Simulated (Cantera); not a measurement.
An isothermal, constant-pressure homogeneous reactor starts with H2 : O2 = 0.0081 : 1 (molar parts), at 1373 K and 2670 Pa.

Detailed kinetics in Cantera: the H2/O2 subset of GRI-Mech 3.0, which has no nitrogen chemistry. Radical loss at walls, strong at low pressure, is not modelled.

x: mole fraction; the columns are a selection and need not sum to one.

| t (s) | x H2 | x O2 | x H2O2 | x H2O | x O | x HO2 |
|---|---|---|---|---|---|---|
| 1.00e-6 | 0.00803 | 0.992 | <1e-12 | <1e-12 | 1.16e-11 | 2.55e-10 |
| 5.90e-6 | 0.00803 | 0.992 | <1e-12 | 4.49e-12 | 3.47e-10 | 1.50e-9 |
| 3.48e-5 | 0.00803 | 0.992 | <1e-12 | 5.48e-10 | (withheld) | 8.86e-9 |
| 0.000205 | 0.00803 | 0.992 | 2.44e-11 | 3.81e-8 | (withheld) | 5.22e-8 |
| 0.00121 | 0.00801 | 0.992 | 6.13e-10 | 1.85e-5 | (withheld) | 3.32e-7 |
| 0.00713 | 2.53e-5 | 0.985 | 1.72e-8 | 0.00742 | (withheld) | 7.18e-7 |
| 0.0421 | 1.95e-5 | 0.986 | 1.59e-8 | 0.00752 | (withheld) | 6.27e-7 |
| 0.248 | 6.59e-6 | 0.990 | 1.02e-8 | 0.00779 | (withheld) | 3.38e-7 |
| 1.46 | 5.83e-7 | 0.992 | 2.38e-9 | 0.00799 | (withheld) | 6.71e-8 |
| 8.63 | 3.89e-8 | 0.992 | 2.69e-10 | 0.00805 | (withheld) | 2.15e-8 |
| 50.9 | 1.48e-8 | 0.992 | 1.22e-10 | 0.00806 | 3.79e-6 | 2.65e-8 |
| 300 | 1.48e-8 | 0.992 | 1.22e-10 | 0.00806 | 3.78e-6 | 2.65e-8 |

### Question
What belongs in the gaps?

### Answer

- 3.48e-5, x O: 6.42e-9
- 0.000205, x O: 8.13e-8
- 0.00121, x O: 1.74e-5
- 0.00713, x O: 0.00687
- 0.0421, x O: 0.00526
- 0.248, x O: 0.00172
- 1.46, x O: 0.000149
- 8.63, x O: 9.94e-6
